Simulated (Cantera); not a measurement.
Ignition delay

Mixture: CH4 : O2 : N2 = 1 : 1.67 : 6.27 (molar parts), at 110000 Pa, adiabatic and at constant volume. Ignition delay is the time to a rise of 400 K.

Cantera simulation using GRI-Mech 3.0 (53 species, 325 reactions); the numbers are that mechanism's predictions, not measurements.

```json
[
 {"T0 (K)": "1050", "delay (ms)": "454"},
 {"T0 (K)": "1125", "delay (ms)": "135"},
 {"T0 (K)": "1200", "delay (ms)": "44.2"},
 {"T0 (K)": "1275", "delay (ms)": "15.7"},
 {"T0 (K)": "1350", "delay (ms)": "6.01"},
 {"T0 (K)": "1425", "delay (ms)": "2.48"},
 {"T0 (K)": "1500", "delay (ms)": "1.10"},
 {"T0 (K)": "1575", "delay (ms)": "0.535"},
 {"T0 (K)": "1650", "delay (ms)": "0.282"},
 {"T0 (K)": "1725", "delay (ms)": "0.160"}
]
```

```json
{
  "apparent activation energy between 1575 and 1725 K": "180 kJ/mol"
}
```
